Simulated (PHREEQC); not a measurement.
Arsenic or selenium liquor: speciation

Consider water at 25 °C with 3.1 mmol/kgw Na2SeO4 and 3.5 mmol/kgw CaCl2. Closed to the air; pH follows from the charge balance.

The numbers come from PHREEQC with the ion-association model, wateq4f.dat.

This is a speciation only: nothing precipitates in the calculation.

**Question.** What pH does the model give?

**Answer.** pH 7.00.
